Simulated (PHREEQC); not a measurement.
A solution holds 3.1 mol/kgw MgCl2 and 2.6 mol/kgw MnCl2, at 25 °C. Closed to the air; pH follows from the charge balance.

The numbers come from PHREEQC with the Pitzer model, pitzer.dat.

```json
[
 {"quantity": "SI of Bischofite (MgCl2:6H2O)", "before": "-0.77", "after": "-1.00"},
 {"quantity": "SI of MgCl2_4H2O (MgCl2:4H2O)", "before": "-2.43", "after": "-2.74"}
]
```

Question: What was changed between the two runs?
(A) MnCl2 from 2.6 to 0.52 mol/kgw
(B) MnCl2 from 2.6 to 0.26 mol/kgw
(C) MgCl2 from 3.1 to 2.79 mol/kgw

Answer: C, MgCl2 from 3.1 to 2.79 mol/kgw

Precipitation was switched off in this run. In brines, pH and single-ion activities rest on the MacInnes convention.
